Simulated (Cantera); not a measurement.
Feed: 1 mol Cr, 1.3 mol NH₃, equilibrated at 62.0 mbar.

Method: chemical equilibrium by Gibbs-energy minimisation in Cantera with the NASA 1993 tables (ideal gas, pure condensed phases). Candidate condensed phases: Cr, CrN, Cr₂N; 11 gas species. Equilibrium is a limit: real reactors are often held back by kinetics, nucleation or transport. All values below are at 2250 K.

Base state: H₂ 0.576, Cr 0.206, N₂ 0.196, H 0.0226 (mole fractions); condensed: Cr(l).

Task: What changes in the equilibrium state with this change: Cr replaced by V?

Result: 
| species | before | after |
|---|---|---|
| H₂ | 0.576 | 0.727 |
| N₂ | 0.196 | 0.247 |
| H | 0.0226 | 0.0254 |
| Cr | 0.206 | 0 |
| V | 0 | 0.00102 |
| Cr(l), mol | 0.316 | 0 |
| V(l), mol | 0 | 0.997 |
Condensed phases not in the tables: V₂N, N, O or C dissolved in the metal. Further candidate phases: V, VN.
